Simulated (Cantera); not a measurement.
A closed system holds: 1 mol PbO, 0.036 mol H2, at 50.3 Torr.

Cantera equilibrium calculation (NASA polynomials, part measured and part estimated; ideal gas, pure solids and liquids). Candidate condensed phases: H2O, Pb, PbO, PbO2, Pb3O4; 12 gas species. Each liquid is taken as pure. Mutual solubility and eutectic melting of coexisting phases are not modelled. Gases not in the tables: (PbO)n polymers. The numbers say what is thermodynamically allowed, not how fast it happens.

Q: Which condensed phases are stable at each of these points (T (K)): 1000, 1050, 1100, 1150, 1200, 1250, 1300, 1350, 1400, 1450?

A: 
| T (K) | condensed phases | Pb condensed (%) |
|---|---|---|
| 1000 | Pb(l) + PbO(yellow) | 100.0 |
| 1050 | Pb(l) + PbO(yellow) | 100.0 |
| 1100 | Pb(l) + PbO(yellow) | 100.0 |
| 1150 | Pb(l) + PbO(yellow) | 100.0 |
| 1200 | Pb(l) + PbO(l) | 100.0 |
| 1250 | Pb(l) + PbO(l) | 99.9 |
| 1300 | Pb(l) + PbO(l) | 99.8 |
| 1350 | Pb(l) + PbO(l) | 99.7 |
| 1400 | Pb(l) + PbO(l) | 99.3 |
| 1450 | Pb(l) + PbO(l) | 98.5 |

From 1000 K to 1150 K the condensed part is Pb(l) + PbO(yellow). From 1200 K to 1450 K the condensed part is Pb(l) + PbO(l).
